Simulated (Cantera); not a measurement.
**Reactions in the system F-Pb-S**

Standard-state values (1 bar) from the NASA 1993 polynomials, evaluated with Cantera. Values are per mole of reaction as written; species without (g) are pure solids or liquids, kept so even where they would boil at 1 bar.

3 Pb + SF6(g) = 3 PbF2 + S

```
T (K)  ΔH° (kJ)  ΔS° (J/K)  ΔG° (kJ)  log10 K      condensed phases
-----  --------  ---------  --------  -------  --------------------
425      -800.8      -88.6    -763.1    93.79  Pb(s), PbF2(s), S(l)
450      -799.2      -84.9    -761.0    88.33  Pb(s), PbF2(s), S(l)
475      -797.5      -81.3    -758.9    83.45  Pb(s), PbF2(s), S(l)
500      -795.9      -77.9    -756.9    79.07  Pb(s), PbF2(s), S(l)
525      -794.3      -74.8    -755.0    75.12  Pb(s), PbF2(s), S(l)
550      -792.7      -71.9    -753.2    71.53  Pb(s), PbF2(s), S(l)
575      -791.2      -69.2    -751.4    68.26  Pb(s), PbF2(s), S(l)
600      -784.6      -57.9    -749.9    65.28  Pb(s), PbF2(s), S(l)
625      -795.3      -75.9    -747.9    62.50  Pb(l), PbF2(s), S(l)
```

2 SF4(g) + 4 PbS = 3 S2(g) + 4 PbF2

```
T (K)  ΔH° (kJ)  ΔS° (J/K)  ΔG° (kJ)  log10 K
-----  --------  ---------  --------  -------
425      -399.2      182.7    -476.9    58.61
450      -398.5      184.4    -481.5    55.89
475      -397.7      186.1    -486.1    53.45
500      -396.9      187.7    -490.8    51.27
525      -396.1      189.2    -495.5    49.30
550      -395.4      190.6    -500.2    47.51
575      -394.6      192.0    -505.0    45.88
600      -386.9      205.1    -510.0    44.40
625      -383.0      211.6    -515.2    43.06
```
